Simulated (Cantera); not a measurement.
Input (Python, Cantera) and output of one run.

```python
import numpy as np
import cantera as ct

gas_names = """
    C CH CH2 CH3 CH2OH CH3O CH4 CH3OH CO CO2 COOH C2 C2H CHCO,ketyl C2H2,acetylene C2H2,vinylidene
    CH2CO,ketene C2H3,vinyl CH3CO,acetyl C2H4 C2H4O,ethylen CH3CHO,ethanal CH3COOH (HCOOH)2 C2H5 C2H6
    CH3OCH3 C2H5OH C2O C3 C3H3,propargyl C3H4,allene C3H4,propyne C3H4,cyclo- C3H5,allyl C3H6,propylene
    C3H6,cyclo- C3H6O C3H7,n-propyl C3H7,i-propyl C3H8 C3H8O,1propanol C3H8O,2propanol C3O2 C4 C4H2
    C4H4,1,3-cyclo- C4H6,butadiene C4H6,2-butyne C4H6,cyclo- C4H8,1-butene C4H8,cis2-buten
    C4H8,tr2-butene C4H8,isobutene C4H8,cyclo- (CH3COOH)2 C4H9,n-butyl C4H9,i-butyl C4H9,s-butyl
    C4H9,t-butyl C4H10,isobutane C4H10,n-butane C5 C5H6,1,3cyclo- C5H8,cyclo- C5H10,1-pentene
    C5H10,cyclo- C5H11,pentyl C5H11,t-pentyl C5H12,n-pentane C5H12,i-pentane CH3C(CH3)2CH3 C6H2
    C6H5,phenyl C6H5O,phenoxy C6H6 C6H5OH,phenol C6H10,cyclo- C6H12,1-hexene C6H12,cyclo- C6H13,n-hexyl
    C7H7,benzyl C7H8 C7H8O,cresol C7H14,1-heptene C7H15,n-heptyl C7H16,n-heptane C8H8,styrene
    C8H10,ethylbenz C8H16,1-octene C8H17,n-octyl C8H18,isooctane C8H18,n-octane C9H19,n-nonyl
    C10H8,naphthale C10H21,n-decyl C12H9,o-bipheny C12H10,bipheny H HCO HO2 H2 HCHO,formaldehy HCOOH H2O
    H2O2 O OH O2 O3
""".split()
cond_names = """
    C(gr) C6H6(L) C7H8(L) C8H18(L),n-octa H2O(s) H2O(L)
""".split()


def load(file, names, dense=False):
    # The tables refer to 1 bar. Condensed volumes are neglected.
    table = {s.name: s for s in ct.Species.list_from_file(file)}
    out = []
    for n in names:
        d = dict(table[n].input_data)
        d["thermo"] = dict(d["thermo"], **{"reference-pressure": 1e5})
        if dense:
            d["equation-of-state"] = {"model": "constant-volume", "density": "1e6 g/cm^3"}
        out.append(ct.Species.from_dict(d))
    return out


gas = ct.Solution(thermo="ideal-gas", species=load("nasa_gas.yaml", gas_names))
cond = {s.name: ct.Solution(thermo="fixed-stoichiometry", species=[s], name=s.name)
        for s in load("nasa_condensed.yaml", cond_names, dense=True)}
atoms = {
    'C': {'C': 1},
    'CO2': {'C': 1, 'O': 2},
    'H2': {'H': 2},
}
top_T = {'C(gr)': 4500}  # K; cautious upper limits of use, not melting points


def equilibrate(T, P, feed):
    n = {}
    for name, mol in feed.items():
        for a, k in atoms[name].items():
            n[a] = n.get(a, 0.0) + k * mol
    gas.TPX = T, P, n
    mass = sum(n.values()) * gas.mean_molecular_weight
    gas.equilibrate("TP")
    valid = [c for c in cond.values() if c.min_temp <= T <= top_T.get(c.name, c.max_temp)]
    mix = ct.Mixture([(gas, mass / gas.mean_molecular_weight)] + [(c, 0.0) for c in valid])
    mix.T, mix.P = T, P
    mix.equilibrate("TP", solver="vcs", rtol=1e-11, max_steps=5000)
    return mix


results = []
T = 2498.15  # K
P = 240  # Pa
for m in [0.4, 0.51, 0.65, 0.82, 1, 1.3, 1.7, 2.1, 2.7, 3.4, 4.3]:
    feed = {'C': 1, 'CO2': m, 'H2': 30}  # mol
    mix = equilibrate(T, P, feed)
    results.append((T, P, feed, dict(zip(mix.species_names, mix.species_moles))))
    x = sorted(zip(gas.X, gas.species_names), reverse=True)
    print(f"T = {T:g} K  P = {P:g} Pa  n(CO2) = {m:g} mol  gas = {mix.phase_moles(0):.4g} mol")
    print("   x: " + "  ".join(f"{s} {v:.3e}" for v, s in x if v > 0.0001))
    print("   condensed (mol): " + ("  ".join(f"{mix.phase(i).name} {mix.phase_moles(i):.4g}"
          for i in range(1, mix.n_phases) if mix.phase_moles(i) > 1e-12) or "none"))
```

Result:

```
T = 2498.15 K  P = 240 Pa  n(CO2) = 0.4 mol  gas = 38.25 mol
   x: H2 5.834e-01  H 3.888e-01  CO 2.091e-02  C2H2,acetylene 6.262e-03  C2H 2.985e-04  C3 2.012e-04
   condensed (mol): C(gr) 0.06594
T = 2498.15 K  P = 240 Pa  n(CO2) = 0.51 mol  gas = 38.49 mol
   x: H2 5.797e-01  H 3.876e-01  CO 2.650e-02  C2H2,acetylene 5.719e-03  C2H 2.735e-04  C3 1.774e-04
   condensed (mol): none
T = 2498.15 K  P = 240 Pa  n(CO2) = 0.65 mol  gas = 38.81 mol
   x: H2 5.758e-01  H 3.863e-01  CO 3.350e-02  C2H2,acetylene 4.082e-03  C2H 1.959e-04  C3 1.080e-04
   condensed (mol): none
T = 2498.15 K  P = 240 Pa  n(CO2) = 0.82 mol  gas = 39.18 mol
   x: H2 5.711e-01  H 3.847e-01  CO 4.186e-02  C2H2,acetylene 2.099e-03  C2H 1.011e-04
   condensed (mol): none
T = 2498.15 K  P = 240 Pa  n(CO2) = 1 mol  gas = 39.58 mol
   x: H2 5.664e-01  H 3.831e-01  CO 5.053e-02
   condensed (mol): none
T = 2498.15 K  P = 240 Pa  n(CO2) = 1.3 mol  gas = 39.9 mol
   x: H2 5.555e-01  H 3.794e-01  CO 5.754e-02  H2O 6.152e-03  OH 8.689e-04  O 3.905e-04  CO2 1.029e-04
   condensed (mol): none
T = 2498.15 K  P = 240 Pa  n(CO2) = 1.7 mol  gas = 40.33 mol
   x: H2 5.414e-01  H 3.746e-01  CO 6.666e-02  H2O 1.412e-02  OH 2.020e-03  O 9.195e-04  CO2 2.807e-04
   condensed (mol): none
T = 2498.15 K  P = 240 Pa  n(CO2) = 2.1 mol  gas = 40.76 mol
   x: H2 5.277e-01  H 3.698e-01  CO 7.555e-02  H2O 2.181e-02  OH 3.161e-03  O 1.458e-03  CO2 5.042e-04
   condensed (mol): none
T = 2498.15 K  P = 240 Pa  n(CO2) = 2.7 mol  gas = 41.41 mol
   x: H2 5.078e-01  H 3.628e-01  CO 8.843e-02  H2O 3.287e-02  OH 4.856e-03  O 2.283e-03  CO2 9.242e-04
   condensed (mol): none
T = 2498.15 K  P = 240 Pa  n(CO2) = 3.4 mol  gas = 42.17 mol
   x: H2 4.857e-01  H 3.547e-01  CO 1.028e-01  H2O 4.505e-02  OH 6.805e-03  O 3.271e-03  CO2 1.540e-03  O2 1.246e-04
   condensed (mol): none
T = 2498.15 K  P = 240 Pa  n(CO2) = 4.3 mol  gas = 43.15 mol
   x: H2 4.587e-01  H 3.448e-01  CO 1.203e-01  H2O 5.962e-02  OH 9.267e-03  O 4.584e-03  CO2 2.525e-03  O2 2.445e-04
   condensed (mol): none
```

Equilibrium computed with Cantera from the NASA thermochemical tables; the gas is ideal and each condensed phase is pure.
